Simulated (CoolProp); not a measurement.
A simple Rankine cycle with n-hexane: condensing at 332.15 K, boiler at 0.517 MPa, turbine inlet 409.8 K, turbine efficiency 0.75, pump efficiency 0.7, no recuperator. Each further row changes one setting.

Computed with CoolProp (reference Helmholtz-energy equation of state, Thol 2019).

```
case                             thermal efficiency (%)  net work (kJ/kg)  heat in (kJ/kg)  turbine exit temperature (K)  volume ratio over the turbine
-------------------------------  ----------------------  ----------------  ---------------  ----------------------------  -----------------------------
as stated                                          10.4              49.9              481                         377.5                           7.33
turbine inlet 429.8 K                              10.1              53.3              528                         398.4                           7.20
condensing temperature 324.15 K                    11.4              57.0              500                         373.5                           9.62
boiler pressure 0.362 MPa                           8.7              42.2              488                         384.6                           4.97
turbine efficiency 0.65                             9.0              43.1              481                         380.8                           7.40
```
